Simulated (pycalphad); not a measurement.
Source of the numbers: pycalphad with the COST 507 light-alloy database (1999); pressure 1 atm. These are 1990s assessments: newer ones move some temperatures and phases. Phase fractions are per mole of atoms. Diffusion is slow at the low end, where real alloys seldom reach equilibrium.

Give the equilibrium state of Si-24.45C (at.%) at 1952 °C.

LIQUID, fraction 0.514, with 0.25 C at.%; CSI, fraction 0.486, with 50.0 C at.%.

Give the equilibrium state of Si-24.45C (at.%) at 377 °C.

DIAMOND_A4, fraction 0.511, with <0.01 C at.%; CSI, fraction 0.489, with 50.0 C at.%.

Database names, with the compositions (at.%) that they take in these runs: CSI: Si 50 C 50. DIAMOND_A4 is diamond (Si).
